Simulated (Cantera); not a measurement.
**B + H₂O (boron, boron nitride and boron oxide)**

Input: 1 mol B, 0.17 mol H₂O, held at 2400 K and 0.0150 bar.

Equilibrium computed with Cantera from the NASA thermochemical tables; the gas is ideal and each condensed phase is pure. Candidate condensed phases: B, B₂O₃, B₃O₃H₃, H₂O; 23 gas species. The tables' values for BH₂ are old estimates; treat these amounts as uncertain. The numbers say what is thermodynamically allowed, not how fast it happens.

```yaml
x(H₂): 0.434
x(BO): 0.270
x(HBO): 0.132
x(H): 0.0856
x(B₂O₂): 0.0660
x(B₂O): 0.00861
x(B): 0.00213
x(BH₂): 0.00129
x(B₂O₃): 0.000621
n(B(l)): 0.826 mol
gas_amount: 0.3124 mol
```
